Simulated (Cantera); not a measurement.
**Silicon carbide growth: (CH3)2SiCl2 + H2**

A closed system holds: 1 mol (CH3)2SiCl2, 1700 mol H2, held at 1.00 bar.

These are equilibrium values from Cantera (NASA tables, ideal gas, pure condensed phases), not measurements of a reactor. Candidate condensed phases: C, C6H6, C7H8, C8H18, Si, SiC; 109 gas species. The feed counts by its element totals alone. Gases not in the tables: Si2H6 and higher silanes. The numbers say what is thermodynamically allowed, not how fast it happens.

```json
[
 {"T (K)": "1473", "log p H2": "0.00", "log p H": "-4.90", "log p HCl": "-2.93", "log p CH4": "-3.23", "log p C2H2 (acetylene)": "-6.58", "n SiC(s)": "1.000"},
 {"T (K)": "1673", "log p H2": "0.00", "log p H": "-3.94", "log p HCl": "-2.93", "log p CH4": "-3.25", "log p C2H2 (acetylene)": "-4.91", "n SiC(s)": "0.999"},
 {"T (K)": "1873", "log p H2": "0.00", "log p H": "-3.19", "log p HCl": "-2.93", "log p CH4": "-3.44", "log p C2H2 (acetylene)": "-3.96", "n SiC(s)": "0.993"},
 {"T (K)": "2073", "log p H2": "0.00", "log p H": "-2.58", "log p HCl": "-2.93", "log p CH4": "-3.81", "log p C2H2 (acetylene)": "-3.63", "n SiC(s)": "0.909"},
 {"T (K)": "2273", "log p H2": "0.00", "log p H": "-2.08", "log p HCl": "-2.94", "log p CH4": "-4.09", "log p C2H2 (acetylene)": "-3.29", "n SiC(s)": "0.0350"},
 {"T (K)": "2473", "log p H2": "-0.01", "log p H": "-1.66", "log p HCl": "-2.94", "log p CH4": "-4.44", "log p C2H2 (acetylene)": "-3.26", "n SiC(s)": "0"},
 {"T (K)": "2673", "log p H2": "-0.02", "log p H": "-1.30", "log p HCl": "-2.96", "log p CH4": "-4.77", "log p C2H2 (acetylene)": "-3.26", "n SiC(s)": "0"}
]
```
log p: log10 of the partial pressure in bar; n: condensed amount in mol.

From 1473 K to 2273 K the condensed part is SiC(s). From 2473 K to 2673 K nothing is condensed. The main Si-bearing gas is SiCl2 at 1473 K and Si at 2673 K.
